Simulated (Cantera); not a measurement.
Feed: 1 mol Si2Cl6, 6.1 mol N2, 33 mol H2, held at 5.70e-5 bar.

Cantera equilibrium calculation (NASA polynomials, part measured and part estimated; ideal gas, pure solids and liquids). Candidate condensed phases: NH4Cl, Si, Si3N4; 28 gas species. The feed counts by its element totals alone. The tables' values for SiCl, SiN are old estimates; treat these amounts as uncertain. The numbers say what is thermodynamically allowed, not how fast it happens.

Question: At 1700 °C, list the 6 most abundant gas species with their mole fractions, and the condensed phases.

Answer: H2 0.575, H 0.136, N2 0.128, HCl 0.101, Si 0.0375, Cl 0.0178. Condensed: gas only.
